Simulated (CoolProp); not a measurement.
Vapour-liquid equilibrium of ethanol (1) + isohexane (2) at 1.59 MPa; x and y are mole fractions of (1).

The numbers come from the multi-fluid Helmholtz-energy mixture model, Schroeder 2014 and Lemmon 2006; pair parameters Bell 2016 in CoolProp.

```csv
x,bubble temperature (K),y at the bubble point,dew temperature at overall composition x (K),liquid density (mol/L)
0.05,448.6,0.113,452.3,5.537
0.2,436.9,0.328,443.6,6.223
0.35,432.5,0.443,436.0,6.965
0.5,431.2,0.522,431.4,7.903
0.65,431.5,0.597,432.5,9.125
0.8,433.8,0.702,436.7,10.69
0.95,439.9,0.898,441.6,12.64
```

y crosses x between x = 0.5 and 0.65: the model has an azeotrope there.

Pair parameters are fitted to limited data, so mixtures are less certain than the pure fluids.
